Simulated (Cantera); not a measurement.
What does this Cantera script print?

```python
import numpy as np
import cantera as ct

gas_names = """
    F F2 H HF H2 H2F2 H3F3 H4F4 H5F5 H6F6 H7F7 N NF NF2 NF3 NH NH2 NH3 N2 N2H2 N2H4 Si SiF SiF2 SiF3
    SiF4 SiH SiHF3 SiH2 SiH2F2 SiH3 SiH3F SiH4 SiN Si2 Si2N Si3
""".split()
cond_names = """
    Si(cr) Si(L) Si3N4(a)
""".split()


# ... load() reads the species with a 1 bar reference pressure and builds the phases ...
atoms = {
    'Si': {'Si': 1},
    'NF3': {'N': 1, 'F': 3},
    'H2': {'H': 2},
}
top_T = {'Si3N4(a)': 2400}  # K; cautious upper limits of use, not melting points


# ... equilibrate(T, P, feed) seeds the gas with the atoms and calls Mixture.equilibrate('TP', solver="vcs", rtol=1e-11, max_steps=5000) ...
results = []
T = 1373.15  # K
P = 1000  # Pa
for m in [1.2, 1.7, 2.4, 3.4, 4.8, 6.7, 9.4, 13, 19, 26, 37, 51, 72]:
    feed = {'Si': 1, 'NF3': 4, 'H2': m}  # mol
    mix = equilibrate(T, P, feed)
    results.append((T, P, feed, dict(zip(mix.species_names, mix.species_moles))))
    x = sorted(zip(gas.X, gas.species_names), reverse=True)
    print(f"T = {T:g} K  P = {P:g} Pa  n(H2) = {m:g} mol  gas = {mix.phase_moles(0):.4g} mol")
    print("   x: " + "  ".join(f"{s} {v:.3e}" for v, s in x if v > 0.0001))
    print("   condensed (mol): " + ("  ".join(f"{mix.phase(i).name} {mix.phase_moles(i):.4g}"
          for i in range(1, mix.n_phases) if mix.phase_moles(i) > 1e-12) or "none"))
```

Result:

```
T = 1373.15 K  P = 1000 Pa  n(H2) = 1.2 mol  gas = 10.99 mol
   x: F 5.073e-01  HF 2.184e-01  N2 1.820e-01  SiF4 9.102e-02  F2 1.191e-03
   condensed (mol): none
T = 1373.15 K  P = 1000 Pa  n(H2) = 1.7 mol  gas = 10.99 mol
   x: F 4.169e-01  HF 3.093e-01  N2 1.820e-01  SiF4 9.098e-02  F2 8.044e-04
   condensed (mol): none
T = 1373.15 K  P = 1000 Pa  n(H2) = 2.4 mol  gas = 11 mol
   x: HF 4.365e-01  F 2.902e-01  N2 1.819e-01  SiF4 9.094e-02  F2 3.899e-04
   condensed (mol): none
T = 1373.15 K  P = 1000 Pa  n(H2) = 3.4 mol  gas = 11 mol
   x: HF 6.182e-01  N2 1.818e-01  F 1.090e-01  SiF4 9.091e-02
   condensed (mol): none
T = 1373.15 K  P = 1000 Pa  n(H2) = 4.8 mol  gas = 11.8 mol
   x: HF 6.780e-01  N2 1.695e-01  SiF4 8.473e-02  H2 6.778e-02
   condensed (mol): none
T = 1373.15 K  P = 1000 Pa  n(H2) = 6.7 mol  gas = 13.7 mol
   x: HF 5.840e-01  H2 1.971e-01  N2 1.460e-01  SiF4 7.296e-02
   condensed (mol): none
T = 1373.15 K  P = 1000 Pa  n(H2) = 9.4 mol  gas = 16.4 mol
   x: HF 4.878e-01  H2 3.292e-01  N2 1.219e-01  SiF4 6.093e-02
   condensed (mol): none
T = 1373.15 K  P = 1000 Pa  n(H2) = 13 mol  gas = 20 mol
   x: H2 4.499e-01  HF 4.000e-01  N2 1.000e-01  SiF4 4.995e-02
   condensed (mol): none
T = 1373.15 K  P = 1000 Pa  n(H2) = 19 mol  gas = 26 mol
   x: H2 5.769e-01  HF 3.077e-01  N2 7.692e-02  SiF4 3.840e-02
   condensed (mol): none
T = 1373.15 K  P = 1000 Pa  n(H2) = 26 mol  gas = 33 mol
   x: H2 6.666e-01  HF 2.425e-01  N2 6.060e-02  SiF4 3.024e-02
   condensed (mol): none
T = 1373.15 K  P = 1000 Pa  n(H2) = 37 mol  gas = 44 mol
   x: H2 7.499e-01  HF 1.819e-01  N2 4.545e-02  SiF4 2.265e-02
   condensed (mol): none
T = 1373.15 K  P = 1000 Pa  n(H2) = 51 mol  gas = 58 mol
   x: H2 8.102e-01  HF 1.380e-01  N2 3.448e-02  SiF4 1.717e-02
   condensed (mol): none
T = 1373.15 K  P = 1000 Pa  n(H2) = 72 mol  gas = 79 mol
   x: H2 8.607e-01  HF 1.013e-01  N2 2.532e-02  SiF4 1.258e-02
   condensed (mol): none
```

Method: chemical equilibrium by Gibbs-energy minimisation in Cantera with the NASA 1993 tables (ideal gas, pure condensed phases). The tables' values for SiF3 are old estimates; treat these amounts as uncertain.
